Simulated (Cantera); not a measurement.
A closed system holds: 1 mol AlCl3, 0.93 mol HCl, 320 mol H2, held at 1250 K and 3.38 Torr.

These are equilibrium values from Cantera (NASA tables, ideal gas, pure condensed phases), not measurements of a reactor. Candidate condensed phases: Al, AlCl3; 12 gas species. The tables' values for AlCl2 are old estimates; treat these amounts as uncertain. Rates play no part.

Base state: H2 0.991, HCl 0.00599, AlCl 0.00141, AlCl3 0.00140, AlCl2 0.000286 (mole fractions); condensed: gas only.

What changes in the equilibrium state with this change: temperature from 1250 K to 1050 K?


```
species    before    after
-------  --------  -------
H2          0.991    0.994
AlCl3     0.00140  0.00305
HCl       0.00599  0.00297
AlCl      0.00141  2.53e-5
AlCl2    0.000286  2.92e-5
```
